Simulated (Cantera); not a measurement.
# Adiabatic ignition

An adiabatic, constant-volume homogeneous reactor starts with CH4 : O2 : N2 : H2 = 1 : 2.25 : 21.6 : 0.028 (molar parts), equivalence ratio 0.90, at 1700 K and 1.88 atm.

Computed with Cantera and GRI-Mech 3.0 (53 species, 325 reactions).

```json
[
 {"t (s)": "8.00e-6", "T (K)": "1700", "P (bar)": "1.90", "x CH4": "0.0402", "x O2": "0.0904", "x C2H2": "2.69e-12", "x HCN": "<1e-12", "x CO": "8.86e-9", "x C2H6": "1.51e-8"},
 {"t (s)": "2.64e-5", "T (K)": "1700", "P (bar)": "1.90", "x CH4": "0.0401", "x O2": "0.0904", "x C2H2": "5.60e-10", "x HCN": "<1e-12", "x CO": "3.48e-7", "x C2H6": "7.51e-7"},
 {"t (s)": "8.69e-5", "T (K)": "1701", "P (bar)": "1.90", "x CH4": "0.0394", "x O2": "0.0901", "x C2H2": "2.07e-7", "x HCN": "4.76e-12", "x CO": "3.78e-5", "x C2H6": "5.02e-5"},
 {"t (s)": "0.000287", "T (K)": "2459", "P (bar)": "2.80", "x CH4": "<1e-12", "x O2": "0.0171", "x C2H2": "<1e-12", "x HCN": "3.23e-11", "x CO": "0.0154", "x C2H6": "<1e-12"},
 {"t (s)": "0.000945", "T (K)": "2603", "P (bar)": "2.94", "x CH4": "<1e-12", "x O2": "0.0132", "x C2H2": "<1e-12", "x HCN": "8.75e-11", "x CO": "0.00964", "x C2H6": "<1e-12"},
 {"t (s)": "0.00312", "T (K)": "2597", "P (bar)": "2.93", "x CH4": "<1e-12", "x O2": "0.0120", "x C2H2": "<1e-12", "x HCN": "1.34e-10", "x CO": "0.00973", "x C2H6": "<1e-12"},
 {"t (s)": "0.0103", "T (K)": "2591", "P (bar)": "2.92", "x CH4": "<1e-12", "x O2": "0.0111", "x C2H2": "<1e-12", "x HCN": "1.69e-10", "x CO": "0.00981", "x C2H6": "<1e-12"},
 {"t (s)": "0.0339", "T (K)": "2591", "P (bar)": "2.92", "x CH4": "<1e-12", "x O2": "0.0111", "x C2H2": "<1e-12", "x HCN": "1.71e-10", "x CO": "0.00982", "x C2H6": "<1e-12"},
 {"t (s)": "0.112", "T (K)": "2591", "P (bar)": "2.92", "x CH4": "<1e-12", "x O2": "0.0111", "x C2H2": "<1e-12", "x HCN": "1.71e-10", "x CO": "0.00982", "x C2H6": "<1e-12"},
 {"t (s)": "0.368", "T (K)": "2591", "P (bar)": "2.92", "x CH4": "<1e-12", "x O2": "0.0111", "x C2H2": "<1e-12", "x HCN": "1.71e-10", "x CO": "0.00982", "x C2H6": "<1e-12"},
 {"t (s)": "1.21", "T (K)": "2591", "P (bar)": "2.92", "x CH4": "<1e-12", "x O2": "0.0111", "x C2H2": "<1e-12", "x HCN": "1.71e-10", "x CO": "0.00982", "x C2H6": "<1e-12"},
 {"t (s)": "4.00", "T (K)": "2591", "P (bar)": "2.92", "x CH4": "<1e-12", "x O2": "0.0111", "x C2H2": "<1e-12", "x HCN": "1.71e-10", "x CO": "0.00982", "x C2H6": "<1e-12"}
]
```
x: mole fraction; the columns are a selection and need not sum to one.

| Property | Value |
|---|---|
| time of steepest temperature rise | 0.217 ms |
| temperature at 4.00 s | 2591 K |
| equilibrium temperature | 2591 K |
| x(CH4) at 4.00 s | <1e-12 (gas-phase equilibrium <1e-12) |
| x(O2) at 4.00 s | 0.0111 (gas-phase equilibrium 0.0111) |
| x(C2H2) at 4.00 s | <1e-12 (gas-phase equilibrium <1e-12) |
